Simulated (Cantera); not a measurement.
Ignition delay

Mixture: H2 : O2 : N2 = 1 : 0.417 : 2.17 (molar parts), equivalence ratio 1.2, at 1.01 bar, adiabatic and at constant pressure. Ignition delay is the time to a rise of 400 K.

Computed with Cantera and the H2/O2 subset of GRI-Mech 3.0, which has no nitrogen chemistry. Where the delays flatten at high temperature, the 400 K rule measures the pace of heat release, not the induction time.

```json
[
 {"T0 (K)": "1225", "delay (ms)": "0.0516"},
 {"T0 (K)": "1300", "delay (ms)": "0.0380"},
 {"T0 (K)": "1375", "delay (ms)": "0.0303"},
 {"T0 (K)": "1450", "delay (ms)": "0.0259"},
 {"T0 (K)": "1525", "delay (ms)": "0.0234"},
 {"T0 (K)": "1600", "delay (ms)": "0.0223"}
]
```
